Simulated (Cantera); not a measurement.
A closed system holds: 1 mol MgO, 0.91 mol HI, 0.14 mol H2, at 1.00 bar.

Method: chemical equilibrium by Gibbs-energy minimisation in Cantera with the NASA 1993 tables (ideal gas, pure condensed phases). Candidate condensed phases: H2O, I2, Mg, MgI2, MgO, Mg(OH)2; 20 gas species. The numbers say what is thermodynamically allowed, not how fast it happens. All values below are at 1225 K.

Base state: HI 0.584, H2 0.235, I 0.0793, I2 0.0676, H2O 0.0171, MgI2 0.0171 (mole fractions); condensed: MgO(s).

Task: What changes in the equilibrium state with this change: HI from 0.91 to 0.023 mol?

Result: 
| species | before | after |
|---|---|---|
| H2 | 0.235 | 0.860 |
| HI | 0.584 | 0.123 |
| I | 0.0793 | 0.00873 |
| I2 | 0.0676 | 0.000820 |
| MgI2 | 0.0171 | 0.00360 |
| H2O | 0.0171 | 0.00360 |
| MgO(s), mol | 0.981 | 0.999 |
